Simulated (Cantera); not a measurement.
Input (Python, Cantera) and output of one run.

```python
import numpy as np
import cantera as ct

gas_names = [...]  # 113 gases of nasa_gas.yaml made of C, H, O, Pb
cond_names = """
    C(gr) C6H6(L) C7H8(L) C8H18(L),n-octa H2O(s) H2O(L) Pb(cr) Pb(L) PbO(rd) PbO(yw) PbO(L) PbO2(s)
    Pb3O4(s)
""".split()


# ... load() reads the species with a 1 bar reference pressure and builds the phases ...
atoms = {
    'PbO': {'Pb': 1, 'O': 1},
    'CO': {'C': 1, 'O': 1},
    'H2': {'H': 2},
}
top_T = {'C(gr)': 4500, 'Pb3O4(s)': 820}  # K; cautious upper limits of use, not melting points


# ... equilibrate(T, P, feed) seeds the gas with the atoms and calls Mixture.equilibrate('TP', solver="vcs", rtol=1e-11, max_steps=5000) ...
results = []
feed = {'PbO': 1, 'CO': 4.1, 'H2': 16}  # mol
P = 133.322  # Pa
for T in [975, 1025, 1075, 1125, 1175, 1225, 1275, 1325]:
    mix = equilibrate(T, P, feed)
    results.append((T, P, feed, dict(zip(mix.species_names, mix.species_moles))))

top = {s: max(r[3][s] / sum(r[3][g] for g in gas_names) for r in results) for s in gas_names}
cols = sorted((s for s in top if top[s] > 1e-06), key=lambda s: -top[s])[:6]
seen = [c for c in cond_names if any(r[3].get(c, 0) > 1e-12 for r in results)]
print("log10 of partial pressures in bar; condensed amounts in mol")
print(f"{'T/K':>10s}" + "".join(f"{s[:9]:>10s}" for s in cols + seen))
for T, P, feed, n in results:
    ng = sum(n[g] for g in gas_names)
    print(f"{T:10.4g}" + "".join(f"{np.log10(max(n[s] / ng * P / 1e5, 1e-99)):10.3f}" for s in cols)
          + "".join(f"{n.get(c, 0):10.4g}" for c in seen))
```

It prints:

```
log10 of partial pressures in bar; condensed amounts in mol
       T/K        H2        CO        Pb       H2O       CO2         H     Pb(L)
       975    -2.997    -3.600    -5.038    -4.327    -4.726   -10.440    0.8608
      1025    -3.004    -3.602    -4.556    -4.311    -4.795    -9.863    0.5717
      1075    -3.017    -3.610    -4.199    -4.305    -4.866    -9.342         0
      1125    -3.018    -3.607    -4.199    -4.291    -4.921    -8.861         0
      1175    -3.018    -3.605    -4.199    -4.279    -4.973    -8.421         0
      1225    -3.019    -3.603    -4.199    -4.270    -5.021    -8.016         0
      1275    -3.019    -3.601    -4.199    -4.263    -5.066    -7.642         0
      1325    -3.020    -3.600    -4.199    -4.257    -5.107    -7.296         0
```

Method: chemical equilibrium by Gibbs-energy minimisation in Cantera with the NASA 1993 tables (ideal gas, pure condensed phases).
